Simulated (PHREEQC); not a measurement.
A solution holds 1.2 mmol/kgw Al2(SO4)3, 1.1 mmol/kgw HCl and 0.33 mmol/kgw NaCl, at 25 °C. It is in equilibrium with CO2 at log p = -3.4 (atm). Otherwise closed; pH follows from the charge balance.

Computed with PHREEQC (ion-association model, wateq4f.dat).

The ionic strength comes out as 0.00947 mol/kgw. What activity coefficients do H+, AlOH+2, AlSO4+, Cl-, SO4-2 get?

H+ 0.91, AlOH+2 0.68, AlSO4+ 0.91, Cl- 0.90, SO4-2 0.67.

This is a speciation only: nothing precipitates in the calculation.
